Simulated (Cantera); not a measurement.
A closed system holds: 1 mol TiO2, 0.33 mol C, a varied amount of H2, equilibrated at 87.0 Pa.

These are equilibrium values from Cantera (NASA tables, ideal gas, pure condensed phases), not measurements of a reactor. Candidate condensed phases: C, C6H6, C7H8, C8H18, H2O, Ti, TiC, TiO, TiO2, Ti2O3, Ti3O5, Ti4O7; 113 gas species. Mutual solubility and eutectic melting of coexisting phases are not modelled. Condensed phases not in the tables: Magnéli phases beyond Ti4O7. The numbers say what is thermodynamically allowed, not how fast it happens.

**Question.** What condenses at these points (T in K, n(H2) in mol): (1523, 5.7); (1523, 4.3); (1473, 0.89); (1423, 0.89); (1773, 3.6); (1823, 0.89)?

**Answer.** 
```
T (K)  n(H2) in mol  condensed phases  Ti condensed (%)
-----  ------------  ----------------  ----------------
1523            5.7             Ti3O5             100.0
1523            4.3             Ti3O5             100.0
1473           0.89             Ti3O5             100.0
1423           0.89     Ti3O5 + Ti4O7             100.0
1773            3.6     Ti2O3 + Ti3O5             100.0
1823           0.89             Ti3O5             100.0
```
